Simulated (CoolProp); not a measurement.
Decamethylcyclopentasiloxane (D5) along the isobar 0.53 MPa: density (kg/m³) from the reference equation and from simpler models built on Tc = 618.3 K, pc = 1.078 MPa, ω = 0.631; each cubic takes its own stable root.

Model: reference Helmholtz-energy equation of state, Thol 2019, in CoolProp.

| T (K) | phase | reference | van der Waals | Redlich-Kwong | Soave-Redlich-Kwong |
|---|---|---|---|---|---|
| 294.7 | liquid | 958.0 | 519.3 | 769.4 | 809.2 |
| 301.1 | liquid | 951.2 | 516.6 | 764.9 | 805.7 |
| 307.5 | liquid | 944.4 | 513.8 | 760.2 | 802.2 |
| 313.9 | liquid | 937.6 | 511.0 | (withheld) | 798.6 |
| 320.3 | liquid | 930.8 | 508.1 | 750.7 | 794.9 |
| 326.7 | liquid | 924.0 | 505.2 | (withheld) | 791.1 |
| 333.1 | liquid | 917.3 | 502.3 | 740.8 | 787.2 |
| 339.5 | liquid | 910.5 | 499.3 | 735.7 | (withheld) |
| 345.9 | liquid | 903.7 | 496.2 | 730.5 | 779.0 |
| 352.3 | liquid | 896.9 | 493.2 | 725.3 | 774.8 |

Q: Complete the blanks.

A: 
- 313.9, Redlich-Kwong: 755.5
- 326.7, Redlich-Kwong: 745.8
- 339.5, Soave-Redlich-Kwong: 783.2
